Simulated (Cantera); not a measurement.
**Adiabatic ignition**

An adiabatic, constant-pressure homogeneous reactor starts with CH₄ : O₂ : N₂ = 0.33 : 6.67 : 25.1 (molar parts), at 1175 K and 548 Torr.

Computed with Cantera and GRI-Mech 3.0 (53 species, 325 reactions).

```tsv
t (s)	T (K)	x CH₄	x O₂	x CO	x C₂H₄	x CH₃	x CO₂	x H
5.00e-6	1175	0.0103	0.208	<1e-12	<1e-12	2.23e-10	<1e-12	<1e-12
1.04e-5	1175	0.0103	0.208	<1e-12	<1e-12	4.65e-10	<1e-12	1.15e-12
2.17e-5	1175	0.0103	0.208	<1e-12	<1e-12	9.71e-10	<1e-12	1.35e-12
4.51e-5	1175	0.0103	0.208	<1e-12	<1e-12	2.04e-9	<1e-12	1.70e-12
9.40e-5	1175	0.0103	0.208	<1e-12	<1e-12	4.29e-9	<1e-12	2.45e-12
0.000196	1175	0.0103	0.208	<1e-12	<1e-12	9.14e-9	<1e-12	4.06e-12
0.000408	1175	0.0103	0.208	2.22e-12	<1e-12	1.99e-8	<1e-12	7.67e-12
0.000849	1175	0.0103	0.208	2.15e-11	<1e-12	4.60e-8	<1e-12	1.65e-11
0.00177	1175	0.0103	0.208	2.23e-10	7.56e-12	1.19e-7	1.90e-12	4.22e-11
0.00368	1175	0.0103	0.208	2.85e-9	1.46e-10	4.01e-7	3.73e-11	1.51e-10
0.00766	1175	0.0103	0.208	6.88e-8	7.02e-9	2.18e-6	1.85e-9	1.07e-9
0.0160	1175	0.0102	0.208	4.03e-6	4.96e-7	8.61e-6	1.12e-7	9.16e-9
0.0332	1406	<1e-12	0.187	0.000378	<1e-12	<1e-12	0.00990	5.12e-6
0.0692	1411	<1e-12	0.187	1.73e-6	<1e-12	<1e-12	0.0103	9.85e-9
0.144	1411	<1e-12	0.187	9.22e-8	<1e-12	<1e-12	0.0103	1.71e-9
0.300	1411	<1e-12	0.187	3.44e-8	<1e-12	<1e-12	0.0103	1.19e-9
```
x: mole fraction; the columns are a selection and need not sum to one.

```yaml
time_of_steepest_temperature_rise: 29.6 ms
temperature at 0.300 s: 1411 K
equilibrium_temperature: 1410 K
x(CH₄) at 0.300 s: <1e-12 (gas-phase equilibrium <1e-12)
x(O₂) at 0.300 s: 0.187 (gas-phase equilibrium 0.187)
x(CO) at 0.300 s: 3.44e-8 (gas-phase equilibrium 3.23e-8)
```
